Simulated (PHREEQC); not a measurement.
Solution (43 °C): 0.0022 mol/kgw HF, 3.1e-05 mol/kgw (CH3)4NF, 0.05 mol/kgw (NH4)2SiF6 and 0.0041 mol/kgw HCl. Closed to the air; pH follows from the charge balance.

Equilibrium calculation in PHREEQC: ion-association model, wateq4f.dat.

| quantity | before | after |
|---|---|---|
| pH | 2.52 | 2.39 |
| ionic strength (mol/kgw) | 0.153 | 0.00435 |
| HF (mol/kgw) | 0.00573 | 0.00197 |
| F- (mol/kgw) | 0.00130 | 0.000250 |
| H2F2 (mol/kgw) | 4.53e-5 | 5.16e-6 |
| HF2- (mol/kgw) | 3.28e-5 | 2.09e-6 |

Task: Name the change that produced these shifts.
A. (CH3)4NF from 3.1e-05 to 2.79e-05 mol/kgw
B. (NH4)2SiF6 left out
C. HCl from 0.0041 to 0.00615 mol/kgw
D. (CH3)4NF left out
E. (NH4)2SiF6 from 0.05 to 0.075 mol/kgw

Result: B, (NH4)2SiF6 left out

This is a speciation only: nothing precipitates in the calculation. Some of these states are supersaturated (in Quartz (slow to form), Chalcedony (slow to form), for instance). (CH3)4N+ isn't in the database: it is added as a free cation with an ion size of 4 Å. Away from 25 °C the constants follow the database's enthalpies or fits; those with neither stay at their 25 °C values. SiF6-2 is the database's only silicon fluoride.
